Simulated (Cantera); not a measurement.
Cantera run, input and output.

```python
import numpy as np
import cantera as ct

gas = ct.Solution("h2o2.yaml")
gas.TPX = 325, 32000, {'H2': 1, 'O2': 0.294, 'N2': 1.12}
flame = ct.FreeFlame(gas, width=0.089)
flame.set_refine_criteria(ratio=3, slope=0.08, curve=0.16)
flame.transport_model = "mixture-averaged"
flame.solve(loglevel=0, auto=True)
z, T = flame.grid, flame.T
thick = (T[-1] - T[0]) / np.gradient(T, z).max()
show = ['H2', 'O2', 'OH', 'HO2', 'H2O', 'H2O2']
print(f"laminar burning velocity  {flame.velocity[0] * 100:.3f} cm/s")
print(f"burnt temperature         {T[-1]:.1f} K")
print(f"thermal thickness         {thick * 1e3:.4f} mm")
print(f"grid points               {len(z)}")
z0 = z[flame.heat_release_rate.argmax()]
print(f"{'z/mm':>9s}{'T/K':>9s}{'u/(m/s)':>9s}" + "".join(f"{s:>11s}" for s in show))
rows = []
for k in (-3, -2, -1.5, -1, -0.5, -0.25, 0, 0.25, 0.5, 1, 2, 4, 8):
    zz = z0 + k * thick
    rows.append([k * thick, np.interp(zz, z, T), np.interp(zz, z, flame.velocity),
                 *(np.interp(zz, z, flame.X[gas.species_index(s)]) for s in show)])
    print(f"{rows[-1][0] * 1e3:9.3f}{rows[-1][1]:9.1f}{rows[-1][2]:9.3f}" + "".join(f"{x:11.3e}" for x in rows[-1][3:]))
```

It prints:

```
laminar burning velocity  311.189 cm/s
burnt temperature         2168.1 K
thermal thickness         1.5541 mm
grid points               141
     z/mm      T/K  u/(m/s)         H2         O2         OH        HO2        H2O       H2O2
   -4.662    325.0    3.112  4.143e-01  1.218e-01  8.387e-19  5.373e-16  1.843e-15 -3.081e-16
   -3.108    325.0    3.112  4.143e-01  1.218e-01  9.521e-17  1.277e-13  3.118e-13  3.551e-15
   -2.331    325.0    3.112  4.142e-01  1.218e-01  6.354e-15  9.657e-12  2.009e-11  3.006e-13
   -1.554    325.0    3.112  4.142e-01  1.218e-01  1.560e-11  3.589e-09  5.864e-09  1.157e-10
   -0.777    334.4    3.191  4.120e-01  1.222e-01  9.744e-06  6.230e-05  1.211e-04  4.107e-06
   -0.389    614.0    5.703  3.771e-01  1.163e-01  8.661e-04  1.117e-04  2.007e-02  5.474e-05
    0.000   1054.8    9.500  2.731e-01  8.111e-02  1.554e-03  3.349e-05  1.005e-01  1.124e-06
    0.389   1338.3   11.951  1.707e-01  2.221e-02  3.761e-03  8.463e-06  2.116e-01  6.652e-07
    0.777   1457.9   12.949  1.460e-01  4.989e-03  4.421e-03  1.796e-06  2.459e-01  4.818e-07
    1.554   1570.6   13.850  1.488e-01  1.990e-03  5.150e-03  6.571e-07  2.534e-01  3.603e-07
    3.108   1692.0   14.793  1.574e-01  1.460e-03  5.665e-03  4.418e-07  2.566e-01  2.253e-07
    6.216   1813.8   15.712  1.658e-01  9.671e-04  5.644e-03  2.822e-07  2.607e-01  1.217e-07
   12.433   1924.7   16.528  1.732e-01  5.509e-04  5.014e-03  1.663e-07  2.651e-01  6.153e-08
```

Detailed kinetics in Cantera: the H2/O2 subset of GRI-Mech 3.0, which has no nitrogen chemistry. Burning velocities carry a grid error of a few per cent, more on coarse grids.
